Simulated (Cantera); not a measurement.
A perfectly stirred reactor is fed with 3.27 % CH₄, 0.490 % C₂H₆, 0.327 % C₃H₈, 20.2 % O₂, 75.8 % N₂, equivalence ratio 0.49, at 0.444 atm; it is adiabatic with a 500 K inlet, and is followed from long to short residence time, starting on the burning branch (τ in s: 0.083, 0.033, 0.013, 0.0053, 0.0021, 0.00084, 0.00034, 0.00013, 5.4e-05, 2.1e-05, 8.5e-06).

Cantera simulation using GRI-Mech 3.0 (53 species, 325 reactions); the numbers are that mechanism's predictions, not measurements.

x: mole fraction; the columns are a selection and need not sum to one.

```tsv
τ (s)	T (K)	x CH₄	x C₂H₆	x C₃H₈	x NO₂	x H₂	x H₂O₂
0.083	1618	1.41e-5	5.52e-7	3.79e-7	…	0.000165	1.01e-7
0.033	1609	2.53e-5	9.85e-7	6.71e-7	…	0.000292	1.47e-7
0.013	1593	4.66e-5	1.79e-6	1.19e-6	…	0.000506	2.14e-7
0.0053	1569	8.73e-5	3.28e-6	2.14e-6	…	0.000830	3.09e-7
0.0021	1528	0.000184	6.74e-6	4.26e-6	…	0.00132	4.64e-7
0.00084	1460	0.000489	1.75e-5	1.08e-5	9.19e-10	0.00207	7.54e-7
0.00034	500	0.0327	0.00490	0.00327	<1e-12	<1e-12	<1e-12
0.00013	500	0.0327	0.00490	0.00327	<1e-12	<1e-12	<1e-12
5.4e-5	500	0.0327	0.00490	0.00327	<1e-12	<1e-12	<1e-12
2.1e-5	500	0.0327	0.00490	0.00327	<1e-12	<1e-12	<1e-12
8.5e-6	500	0.0327	0.00490	0.00327	<1e-12	<1e-12	<1e-12
```

**Question.** Some entries are withheld; supply them.

**Answer.** 
- 0.083, x NO₂: 6.63e-9
- 0.033, x NO₂: 4.32e-9
- 0.013, x NO₂: 2.86e-9
- 0.0053, x NO₂: 2.05e-9
- 0.0021, x NO₂: 1.48e-9
